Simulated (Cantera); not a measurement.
A freely propagating, adiabatic, planar premixed flame of H2 : O2 : N2 = 1 : 0.794 : 3.02 (molar parts), equivalence ratio 0.63, unburnt at 675 K and 190000 Pa; mixture-averaged transport, grid criteria slope 0.08 and curve 0.16, no radiation.

Model: the H2/O2 subset of GRI-Mech 3.0, which has no nitrogen chemistry, integrated in Cantera. Burning velocities carry a grid error of a few per cent, more on coarse grids. Lean hydrogen flames are cellular in practice and burn faster than this planar one.

How do the results move with these cheaper or finer settings: unity-Lewis-number transport; multicomponent transport; multicomponent+Soret transport; grid criteria slope 0.5, curve 1; grid criteria slope 0.25, curve 0.5; grid criteria slope 0.03, curve 0.06?


```csv
setting,laminar burning velocity,thermal thickness,peak x(H2O2),peak x(H),grid points
as above,576 cm/s,0.200 mm,2.49e-5,0.0209,116
unity-Lewis-number transport,465 cm/s,0.145 mm,1.44e-5,0.0285,114
multicomponent transport,569 cm/s,0.198 mm,2.52e-5,0.0208,116
multicomponent+Soret transport,532 cm/s,0.197 mm,2.63e-5,0.0198,116
"grid criteria slope 0.5, curve 1",762 cm/s,0.261 mm,1.98e-5,0.0239,40
"grid criteria slope 0.25, curve 0.5",637 cm/s,0.220 mm,2.30e-5,0.0222,53
"grid criteria slope 0.03, curve 0.06",563 cm/s,0.197 mm,2.54e-5,0.0206,248
```
Unity Lewis numbers drop preferential diffusion, which matters most where H2 and H carry the flame; Soret adds thermal diffusion.
